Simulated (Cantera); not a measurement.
Iron carbonyl, mercury and lead vapours: Pb + H₂ + N₂

Charge: 1 mol Pb, 0.51 mol H₂, 26 mol N₂.

Equilibrium computed with Cantera from the NASA thermochemical tables; the gas is ideal and each condensed phase is pure. Candidate condensed phases: Pb; 11 gas species. The numbers say what is thermodynamically allowed, not how fast it happens.

### Question
Map the stable condensed phases over T = 450, 550, 650, 750, 850, 950, 1050, 1150, 1250, 1350, 1450 K and P in Pa = 10, 36, 130, 460, 1700, 6000, 22000, 77000, 280000, 1000000.

### Answer
```
T in K \ P in Pa
              10      36     130     460    1700    6000   22000   77000  280000 1000000
   1450        A       A       A       A       A       A       A       B       B       B
   1350        A       A       A       A       A       A       B       B       B       B
   1250        A       A       A       A       A       B       B       B       B       B
   1150        A       A       A       A       B       B       B       B       B       B
   1050        A       A       B       B       B       B       B       B       B       B
    950        A       B       B       B       B       B       B       B       B       B
    850        B       B       B       B       B       B       B       B       B       B
    750        B       B       B       B       B       B       B       B       B       B
    650        B       B       B       B       B       B       B       B       B       B
    550        B       B       B       B       B       B       B       B       B       B
    450        B       B       B       B       B       B       B       B       B       B
```
A: gas only; B: Pb.
